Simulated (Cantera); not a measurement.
A closed system holds: 1 mol (CH3)2SiCl2, 0.25 mol C2H2, 130 mol H2, equilibrated at 1477 °C and 47.0 mbar.

Method: chemical equilibrium by Gibbs-energy minimisation in Cantera with the NASA 1993 tables (ideal gas, pure condensed phases). Candidate condensed phases: C, C6H6, C7H8, C8H18, Si, SiC; 109 gas species. The feed counts by its element totals alone. Rates play no part.

Base state: H2 0.984, HCl 0.0148, H 0.00106, C2H2 (acetylene) 0.000113, CH4 4.16e-5, SiCl2 1.42e-5, Cl 1.24e-5 (mole fractions); condensed: C(graphite) + SiC(s).

### Question
What changes in the equilibrium state with this change: temperature from 1477 °C to 750 °C?

### Answer
```json
[
 {"species": "H2", "before": "0.984", "after": "0.982"},
 {"species": "HCl", "before": "0.0148", "after": "0.0149"},
 {"species": "CH4", "before": "4.16e-5", "after": "0.00339"},
 {"species": "H", "before": "0.00106", "after": "1.90e-8"},
 {"species": "SiCl2", "before": "1.42e-5", "after": "1.92e-7"},
 {"species": "C2H2 (acetylene)", "before": "0.000113", "after": "2.07e-9"},
 {"species": "Cl", "before": "1.24e-5", "after": "<1e-9"},
 {"species": "C(graphite), mol", "before": "1.47", "after": "1.05"},
 {"species": "SiC(s), mol", "before": "0.998", "after": "0.999"}
]
```
